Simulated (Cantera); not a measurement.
An isothermal, constant-pressure homogeneous reactor starts with CH4 : H2 = 1 : 5.9 (molar parts), at 1350 K and 1.01 bar. Integrator tolerance rtol = 1e-08.

Detailed kinetics in Cantera: GRI-Mech 3.0 (53 species, 325 reactions). GRI-Mech 3.0 stops at C3 and has no aromatics, soot or wall deposition, so with more carbon than oxygen in the feed, carbon stays in small species such as C2H2 where larger ones or solid carbon would form.

**Question.** What does this change do: CH4 1 to 6.5 parts?

**Answer.** 
```tsv
quantity	before	after
x(CH4) at 3.00 s	0.141 (gas-phase equilibrium 0.139)	0.469 (gas-phase equilibrium 0.376)
x(H2) at 3.00 s	0.857 (gas-phase equilibrium 0.858)	0.511 (gas-phase equilibrium 0.571)
x(C2H6) at 3.00 s	2.96e-5 (gas-phase equilibrium 3.96e-5)	0.000236 (gas-phase equilibrium 0.000434)
x(H) at 3.00 s	2.06e-6 (gas-phase equilibrium 2.21e-6)	1.13e-6 (gas-phase equilibrium 1.80e-6)
x(CH3) at 3.00 s	6.73e-6 (gas-phase equilibrium 7.10e-6)	2.06e-5 (gas-phase equilibrium 2.35e-5)
```
